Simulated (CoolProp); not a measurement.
Vapour-liquid equilibrium of ethanol (1) + acetone (2) at 2.06 MPa; x and y are mole fractions of (1).

Values from CoolProp's multi-fluid Helmholtz-energy mixture model, Schroeder 2014 and Lemmon 2006; pair parameters Bell 2016.

```json
[
 {"x": "0.05", "bubble temperature (°C)": "181.0", "y at the bubble point": "0.062", "dew temperature at overall composition x (°C)": "181.3", "liquid density (mol/L)": "9.740"},
 {"x": "0.2", "bubble temperature (°C)": "178.5", "y at the bubble point": "0.226", "dew temperature at overall composition x (°C)": "178.8", "liquid density (mol/L)": "10.15"},
 {"x": "0.35", "bubble temperature (°C)": "177.2", "y at the bubble point": "0.367", "dew temperature at overall composition x (°C)": "177.3", "liquid density (mol/L)": "10.58"},
 {"x": "0.5", "bubble temperature (°C)": "176.8", "y at the bubble point": "0.497", "dew temperature at overall composition x (°C)": "176.8", "liquid density (mol/L)": "11.05"},
 {"x": "0.65", "bubble temperature (°C)": "177.3", "y at the bubble point": "0.628", "dew temperature at overall composition x (°C)": "177.5", "liquid density (mol/L)": "11.56"},
 {"x": "0.8", "bubble temperature (°C)": "178.7", "y at the bubble point": "0.770", "dew temperature at overall composition x (°C)": "179.0", "liquid density (mol/L)": "12.11"},
 {"x": "0.95", "bubble temperature (°C)": "180.9", "y at the bubble point": "0.936", "dew temperature at overall composition x (°C)": "181.1", "liquid density (mol/L)": "12.69"}
]
```

y crosses x between x = 0.35 and 0.5: the model has an azeotrope there.

The pair parameters rest on a limited set of measurements; away from them the model extrapolates.
